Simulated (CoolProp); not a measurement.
Octamethylcyclotetrasiloxane (D4) along the isotherm 507.8 K: fugacity coefficient from the reference equation and from simpler models built on Tc = 586.5 K, pc = 1.347 MPa, ω = 0.598; each cubic takes its own stable root.

Values from CoolProp's reference Helmholtz-energy equation of state, Thol 2015.

```json
[
 {"p (MPa)": "0.0426", "phase": "gas", "reference": "0.9810"},
 {"p (MPa)": "0.0808", "phase": "gas", "reference": "0.9639"},
 {"p (MPa)": "0.153", "phase": "gas", "reference": "0.9318"},
 {"p (MPa)": "0.29", "phase": "gas", "reference": "0.8708"},
 {"p (MPa)": "0.55", "phase": "liquid", "reference": "0.5687"},
 {"p (MPa)": "1.04", "phase": "liquid", "reference": "0.3164"},
 {"p (MPa)": "1.98", "phase": "liquid", "reference": "0.1830"},
 {"p (MPa)": "3.75", "phase": "liquid", "reference": "0.1155"},
 {"p (MPa)": "7.11", "phase": "liquid", "reference": "0.08464"},
 {"p (MPa)": "13.5", "phase": "liquid", "reference": "0.08155"}
]
```

How far does each simpler model (van der Waals, Peng-Robinson) lie from the reference over these 10 states: mean and median of the absolute difference, and the worst?


- van der Waals: mean 73.4 %, median 63.7 %, worst +236.5 % at 507.8 K and 13.5 MPa
- Peng-Robinson: mean 0.9 %, median 0.3 %, worst -5.1 % at 507.8 K and 13.5 MPa

At some of these states van der Waals gives the other phase, because its saturation line lies elsewhere.
